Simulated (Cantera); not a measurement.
A closed system holds: 1 mol Si, 2.3 mol H2O, 1.6 mol N2, held at 1 atm.

Cantera equilibrium calculation (NASA polynomials, part measured and part estimated; ideal gas, pure solids and liquids). Candidate condensed phases: H2O, Si, SiO2, Si2N2O, Si3N4; 35 gas species. The tables hold silica as quartz up to 1696 K and as liquid above; real silica turns to tridymite and cristobalite and melts near 1996 K. Gases not in the tables: Si(OH)4. The numbers say what is thermodynamically allowed, not how fast it happens.

### Question
Which condensed phases are stable at each of these points (T (K)): 1048, 1148, 1248, 1348, 1448, 1548, 1648, 1748, 1848, 1948, 2048?

### Answer
```tsv
T (K)	condensed phases	Si condensed (%)
1048	SiO2(β-quartz)	100.0
1148	SiO2(β-quartz)	100.0
1248	SiO2(β-quartz)	100.0
1348	SiO2(β-quartz)	100.0
1448	SiO2(β-quartz)	100.0
1548	SiO2(β-quartz)	100.0
1648	SiO2(β-quartz)	100.0
1748	SiO2(condensed)	100.0
1848	SiO2(condensed)	100.0
1948	SiO2(condensed)	99.9
2048	SiO2(l)	99.6
```

From 1048 K to 1648 K the condensed part is SiO2(β-quartz). From 1748 K to 1948 K the condensed part is SiO2(condensed). At 2048 K the condensed part is SiO2(l).
